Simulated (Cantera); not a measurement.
## Equilibrium for silicon oxide and oxynitride deposition: SiH4 + O3 + N2

Feed: 1 mol SiH4, 6.2 mol O3, 1.3 mol N2, at 13.3 mbar.

Cantera equilibrium calculation (NASA polynomials, part measured and part estimated; ideal gas, pure solids and liquids). Candidate condensed phases: H2O, Si, SiO2, Si2N2O, Si3N4; 35 gas species. The tables hold silica as quartz up to 1696 K and as liquid above; real silica turns to tridymite and cristobalite and melts near 1996 K. Kinetics and transport are ignored.

| T (K) | x O2 | x H2O | x N2 | x OH | x NO | n SiO2(α-quartz) | n SiO2(β-quartz) | n SiO2(condensed) |
|---|---|---|---|---|---|---|---|---|
| 548 | 0.689 | 0.189 | 0.123 | <1e-12 | 2.59e-9 | 1.00 | 0 | 0 |
| 748 | 0.689 | 0.189 | 0.123 | 8.72e-10 | 5.51e-7 | 1.00 | 0 | 0 |
| 948 | 0.689 | 0.189 | 0.123 | 2.14e-7 | 1.22e-5 | 0 | 1.00 | 0 |
| 1148 | 0.689 | 0.189 | 0.123 | 7.78e-6 | 9.22e-5 | 0 | 1.00 | 0 |
| 1348 | 0.688 | 0.189 | 0.122 | 9.76e-5 | 0.000382 | 0 | 1.00 | 0 |
| 1548 | 0.688 | 0.188 | 0.122 | 0.000637 | 0.00109 | 0 | 1.00 | 0 |
| 1748 | 0.686 | 0.187 | 0.121 | 0.00270 | 0.00246 | 0 | 0 | 1.000 |
| 1948 | 0.680 | 0.183 | 0.120 | 0.00842 | 0.00464 | 0 | 0 | 1.000 |
x: gas mole fraction; n: condensed amount in mol.

From 548 K to 748 K the condensed part is SiO2(α-quartz). From 948 K to 1548 K the condensed part is SiO2(β-quartz). From 1748 K to 1948 K the condensed part is SiO2(condensed).
